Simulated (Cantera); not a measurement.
What does this Cantera script print?

```python
import numpy as np
import cantera as ct

gas_names = [...]  # 113 gases of nasa_gas.yaml made of C, F, H, Si
cond_names = """
    C(gr) C6H6(L) C7H8(L) C8H18(L),n-octa Si(cr) Si(L) SiC(b)
""".split()


# ... load() reads the species with a 1 bar reference pressure and builds the phases ...
atoms = {
    'CH2F2': {'C': 1, 'H': 2, 'F': 2},
    'Si': {'Si': 1},
}
top_T = {'C(gr)': 4500, 'SiC(b)': 3050}  # K; cautious upper limits of use, not melting points


# ... equilibrate(T, P, feed) seeds the gas with the atoms and calls Mixture.equilibrate('TP', solver="vcs", rtol=1e-11, max_steps=5000) ...
results = []
P = 9800  # Pa
for T in [2898, 2948, 2998, 3048, 3098, 3148, 3198, 3248, 3298, 3348]:
    for m in [0.21, 0.28, 0.37, 0.49, 0.65, 0.85, 1.1, 1.5]:
        feed = {'CH2F2': 1, 'Si': m}  # mol
        mix = equilibrate(T, P, feed)
        results.append((T, P, feed, dict(zip(mix.species_names, mix.species_moles))))

for T, P, feed, n in results:
    print(f"{T:7g} {feed['Si']:10.4g}  " + (" + ".join(c for c in cond_names if n.get(c, 0) > 1e-12) or "gas only"))
```

Result:

```
   2898       0.21  C(gr)
   2898       0.28  C(gr)
   2898       0.37  C(gr)
   2898       0.49  C(gr)
   2898       0.65  C(gr)
   2898       0.85  C(gr)
   2898        1.1  C(gr)
   2898        1.5  C(gr)
   2948       0.21  C(gr)
   2948       0.28  C(gr)
   2948       0.37  C(gr)
   2948       0.49  C(gr)
   2948       0.65  C(gr)
   2948       0.85  C(gr)
   2948        1.1  C(gr)
   2948        1.5  C(gr)
   2998       0.21  C(gr)
   2998       0.28  C(gr)
   2998       0.37  C(gr)
   2998       0.49  C(gr)
   2998       0.65  C(gr)
   2998       0.85  C(gr)
   2998        1.1  C(gr)
   2998        1.5  C(gr)
   3048       0.21  C(gr)
   3048       0.28  C(gr)
   3048       0.37  C(gr)
   3048       0.49  C(gr)
   3048       0.65  C(gr)
   3048       0.85  C(gr)
   3048        1.1  C(gr)
   3048        1.5  C(gr)
   3098       0.21  C(gr)
   3098       0.28  C(gr)
   3098       0.37  C(gr)
   3098       0.49  C(gr)
   3098       0.65  C(gr)
   3098       0.85  C(gr)
   3098        1.1  C(gr)
   3098        1.5  C(gr)
   3148       0.21  C(gr)
   3148       0.28  C(gr)
   3148       0.37  C(gr)
   3148       0.49  C(gr)
   3148       0.65  C(gr)
   3148       0.85  C(gr)
   3148        1.1  C(gr)
   3148        1.5  C(gr)
   3198       0.21  C(gr)
   3198       0.28  C(gr)
   3198       0.37  C(gr)
   3198       0.49  C(gr)
   3198       0.65  C(gr)
   3198       0.85  C(gr)
   3198        1.1  C(gr)
   3198        1.5  gas only
   3248       0.21  C(gr)
   3248       0.28  C(gr)
   3248       0.37  C(gr)
   3248       0.49  C(gr)
   3248       0.65  C(gr)
   3248       0.85  C(gr)
   3248        1.1  C(gr)
   3248        1.5  gas only
   3298       0.21  C(gr)
   3298       0.28  C(gr)
   3298       0.37  C(gr)
   3298       0.49  C(gr)
   3298       0.65  C(gr)
   3298       0.85  gas only
   3298        1.1  gas only
   3298        1.5  gas only
   3348       0.21  C(gr)
   3348       0.28  C(gr)
   3348       0.37  gas only
   3348       0.49  gas only
   3348       0.65  gas only
   3348       0.85  gas only
   3348        1.1  gas only
   3348        1.5  gas only
```

Equilibrium computed with Cantera from the NASA thermochemical tables; the gas is ideal and each condensed phase is pure. The tables' values for SiF2, SiF3 are old estimates.
